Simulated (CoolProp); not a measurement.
Vapour-liquid equilibrium of n-hexane (1) + m-xylene (2) at 317.2 K; x and y are mole fractions of (1).

Model: multi-fluid Helmholtz-energy mixture model, Thol 2019 and Zhou 2012; pair parameters Bell 2016, in CoolProp.

| x | bubble pressure, mixture model (MPa) | bubble pressure, Raoult's law (MPa) | y, mixture model | y, Raoult's law |
|---|---|---|---|---|
| 0.05 | 0.005328 | 0.005130 | 0.445 | 0.424 |
| 0.15 | 0.01037 | 0.009166 | 0.746 | 0.711 |
| 0.25 | 0.01571 | 0.01320 | 0.852 | 0.823 |
| 0.35 | 0.02080 | 0.01724 | 0.903 | 0.883 |
| 0.45 | 0.02534 | 0.02128 | 0.931 | 0.920 |
| 0.55 | 0.02922 | 0.02531 | 0.949 | 0.945 |
| 0.65 | 0.03253 | 0.02935 | 0.961 | 0.963 |
| 0.75 | 0.03552 | 0.03338 | 0.972 | 0.977 |
| 0.85 | 0.03845 | 0.03742 | 0.982 | 0.988 |
| 0.95 | 0.04166 | 0.04146 | 0.993 | 0.996 |

The largest gap from Raoult's law is +20.6 % in bubble pressure, at x = 0.35. No azeotrope shows between x = 0.05 and 0.95.

The pair parameters rest on a limited set of measurements; away from them the model extrapolates.
